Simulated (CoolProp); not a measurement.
Vapour-liquid equilibrium of ethylene (1) + ethane (2) at 2100 kPa; x and y are mole fractions of (1).

The numbers come from the multi-fluid Helmholtz-energy mixture model, Smukala 2000 and Bücker 2006; pair parameters Bell 2016 in CoolProp.

```tsv
x	bubble temperature (K)	y at the bubble point	dew temperature at overall composition x (K)	liquid density (mol/L)
0.05	266.3	0.074	266.9	13.81
0.15	263.4	0.209	264.7	14.00
0.25	260.9	0.330	262.6	14.17
0.35	258.5	0.440	260.4	14.34
0.45	256.4	0.541	258.3	14.51
0.55	254.3	0.636	256.2	14.67
0.65	252.4	0.726	254.0	14.83
0.75	250.5	0.810	251.9	15.00
0.85	248.7	0.890	249.6	15.16
0.95	247.0	0.965	247.3	15.31
```

No azeotrope shows between x = 0.05 and 0.95.

Pair parameters are fitted to limited data, so mixtures are less certain than the pure fluids.
